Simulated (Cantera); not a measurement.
Charge: 1 mol Si, 0.76 mol Cl2, 5.4 mol H2, held at 1500 K and 5180 Torr.

Equilibrium computed with Cantera from the NASA thermochemical tables; the gas is ideal and each condensed phase is pure. Candidate condensed phases: Si; 19 gas species. The tables' values for SiCl3 are old estimates; treat these amounts as uncertain. Kinetics and transport are ignored.

Base state: H2 0.864, HCl 0.0707, SiCl2 0.0186, SiHCl3 0.0185, SiCl4 0.0146, SiCl3 0.00924, SiH2Cl2 0.00372, SiH3Cl 0.000220 (mole fractions); condensed: Si(s).

Question: What changes in the equilibrium state with this change: temperature from 1500 K to 1625 K?

Answer: 
```tsv
species	before	after
H2	0.864	0.846
HCl	0.0707	0.0898
SiCl2	0.0186	0.0334
SiCl4	0.0146	0.00720
SiHCl3	0.0185	0.0106
SiCl3	0.00924	0.0102
H	6.23e-6	2.47e-5
SiH2Cl2	0.00372	0.00262
SiH3Cl	0.000220	0.000195
Si(s), mol	0.617	0.615
```

Question: What changes in the equilibrium state with this change: pressure from 5180 Torr to 473 Torr?

Answer: 
```tsv
species	before	after
H2	0.864	0.837
HCl	0.0707	0.102
SiCl2	0.0186	0.0401
SiHCl3	0.0185	0.00526
SiCl4	0.0146	0.00620
SiH3Cl	0.000220	2.81e-5
SiH2Cl2	0.00372	0.000710
H	6.23e-6	2.03e-5
SiCl3	0.00924	0.00884
Si(s), mol	0.617	0.630
```

Question: What changes in the equilibrium state with this change: pressure from 5180 Torr to 75.0 Torr?

Answer: 
```json
[
 {"species": "H2", "before": "0.864", "after": "0.823"},
 {"species": "HCl", "before": "0.0707", "after": "0.116"},
 {"species": "SiCl2", "before": "0.0186", "after": "0.0526"},
 {"species": "SiHCl3", "before": "0.0185", "after": "0.00125"},
 {"species": "SiCl4", "before": "0.0146", "after": "0.00170"},
 {"species": "SiH3Cl", "before": "0.000220", "after": "4.99e-6"},
 {"species": "SiH2Cl2", "before": "0.00372", "after": "0.000146"},
 {"species": "H", "before": "6.23e-6", "after": "5.05e-5"},
 {"species": "Si(s), mol", "before": "0.617", "after": "0.626"}
]
```
